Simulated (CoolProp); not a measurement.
Vapour-liquid equilibrium of cis-2-butene (1) + ethanol (2) at 72.85 °C; x and y are mole fractions of (1).

Computed with CoolProp (multi-fluid Helmholtz-energy mixture model, Lemmon 2005 and Schroeder 2014; pair parameters Bell 2016).

Give the bubble pressure and the first vapour's composition at x = 0.2, 0.35, 0.5. Is there an azeotrope?

x = 0.2: 0.5203 MPa, y = 0.855; x = 0.35: 0.6505 MPa, y = 0.890; x = 0.5: 0.6834 MPa, y = 0.898. No azeotrope shows between x = 0.05 and 0.95.

Pair parameters are fitted to limited data, so mixtures are less certain than the pure fluids. With so large a gap from Raoult's law the liquid may split in two, which this calculation doesn't test in full.
